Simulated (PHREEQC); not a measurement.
Solution (20 °C): 32.4 mmol/kgw TMAH. Closed to the air; pH follows from the charge balance.

Equilibrium calculation in PHREEQC: ion-association model, phreeqc.dat.

No solid was allowed to form.

Question: Predict the pH.

Answer: pH 12.60.

Complexes and solids missing from the database can't appear. (CH3)4N+ isn't in the database: it is added as a free cation with an ion size of 4 Å.
